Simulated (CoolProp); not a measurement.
Properties of n-dodecane along the isobar 15.8 bar.

The numbers come from the reference Helmholtz-energy equation of state, Lemmon 2004 in CoolProp. It is a short technical equation, of lower accuracy than the large ones.

| T (°C) | phase | isothermal compressibility (1/MPa) | expansivity (1/kK) | conductivity (mW/(m K)) | Prandtl number |
|---|---|---|---|---|---|
| 44.95 | liquid | 0.001119 | 0.9988 | 131 | 17.4 |
| 75.15 | liquid | 0.001377 | 1.035 | 124 | 13.0 |
| 105.35 | liquid | 0.001714 | 1.088 | 118 | 10.4 |
| 135.55 | liquid | 0.002162 | 1.161 | 112 | 8.78 |
| 165.75 | liquid | 0.002780 | 1.258 | 106 | 7.61 |
| 195.95 | liquid | 0.003667 | 1.388 | 100 | 6.70 |
| 226.05 | liquid | 0.005002 | 1.567 | 94.5 | 5.94 |
| 256.25 | liquid | 0.007175 | 1.825 | 88.9 | 5.26 |
| 286.45 | liquid | 0.01109 | 2.224 | 83.3 | 4.61 |
| 316.65 | liquid | 0.01944 | 2.928 | 77.9 | 3.96 |
| 346.85 | liquid | 0.04470 | 4.596 | 72.5 | 3.26 |

Viscosity comes from a separate model (Huber 2004). Thermal conductivity comes from a separate model (Huber 2004).
